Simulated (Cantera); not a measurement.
A Cantera script and its output.

```python
import numpy as np
import cantera as ct

gas = ct.Solution("gri30.yaml")
gas.TPX = 1425, 13332, {'CH4': 1, 'H2O': 0.63, 'H2': 1.1}
reactor = ct.IdealGasConstPressureReactor(gas, energy="off", clone=False)
net = ct.ReactorNet([reactor])
net.rtol, net.atol = 1e-08, 1e-18
show = ['CH4', 'H2O', 'H2', 'CH2CO', 'O']
times = np.geomspace(1e-06, 40, 15)

steps = ct.SolutionArray(gas, extra=["t"])
rows = []
print(f"{'t/s':>10s}{'T/K':>9s}{'P/Pa':>11s}" + "".join(f"{s:>11s}" for s in show))
for t in times:
    while net.time < t:
        t_next = net.step()
        steps.append(gas.state, t=t_next)
    rows.append([np.interp(t, steps.t, y) for y in (steps.T, steps.P, *steps(*show).X.T)])
    print(f"{t:10.3e}{rows[-1][0]:9.1f}{rows[-1][1]:11.4g}" + "".join(f"{x:11.3e}" for x in rows[-1][2:]))
rate = np.gradient(steps.T, steps.t)
print("integrator steps:", len(steps.t))
if steps.T.max() > steps.T[0] + 200:
    print(f"time of steepest temperature rise: {steps.t[rate.argmax()]:.4e} s")
gas.TPX = 1425, 13332, {'CH4': 1, 'H2O': 0.63, 'H2': 1.1}
gas.equilibrate("TP")
print(f"equilibrium (TP): T = {gas.T:.1f} K  " + "  ".join(f"{s} {gas[s].X[0]:.3e}" for s in show))
```

Output:

```
       t/s      T/K       P/Pa        CH4        H2O         H2      CH2CO          O
 1.000e-06   1425.0  1.333e+04  3.663e-01  2.308e-01  4.029e-01  4.731e-37  8.174e-20
 3.491e-06   1425.0  1.333e+04  3.663e-01  2.308e-01  4.029e-01  9.445e-34  1.076e-18
 1.219e-05   1425.0  1.333e+04  3.663e-01  2.308e-01  4.029e-01  2.922e-30  6.118e-18
 4.256e-05   1425.0  1.333e+04  3.663e-01  2.308e-01  4.029e-01  8.844e-27  5.200e-17
 1.486e-04   1425.0  1.333e+04  3.663e-01  2.308e-01  4.029e-01  2.095e-23  5.634e-16
 5.188e-04   1425.0  1.333e+04  3.663e-01  2.308e-01  4.029e-01  4.486e-20  6.559e-15
 1.811e-03   1425.0  1.333e+04  3.663e-01  2.308e-01  4.029e-01  9.840e-17  7.008e-14
 6.325e-03   1425.0  1.333e+04  3.662e-01  2.308e-01  4.030e-01  1.521e-13  3.615e-13
 2.208e-02   1425.0  1.333e+04  3.658e-01  2.307e-01  4.032e-01  7.001e-11  7.335e-13
 7.710e-02   1425.0  1.333e+04  3.644e-01  2.306e-01  4.042e-01  8.747e-09  9.377e-13
 2.692e-01   1425.0  1.333e+04  3.590e-01  2.298e-01  4.083e-01  1.853e-07  9.220e-13
 9.398e-01   1425.0  1.333e+04  3.405e-01  2.267e-01  4.231e-01  1.110e-06  8.445e-13
 3.281e+00   1425.0  1.333e+04  2.878e-01  2.175e-01  4.655e-01  3.513e-06  6.768e-13
 1.146e+01   1425.0  1.333e+04  1.825e-01  1.970e-01  5.518e-01  6.994e-06  4.995e-13
 4.000e+01   1425.0  1.333e+04  7.968e-02  1.629e-01  6.460e-01  7.959e-06  4.738e-13
integrator steps: 821
equilibrium (TP): T = 1425.0 K  CH4 3.051e-02  H2O 4.820e-07  H2 7.918e-01  CH2CO 5.735e-08  O 4.227e-18
```

Cantera simulation using GRI-Mech 3.0 (53 species, 325 reactions); the numbers are that mechanism's predictions, not measurements. GRI-Mech 3.0 stops at C3 and has no aromatics, soot or wall deposition, so with more carbon than oxygen in the feed, carbon stays in small species such as C2H2 where larger ones or solid carbon would form.
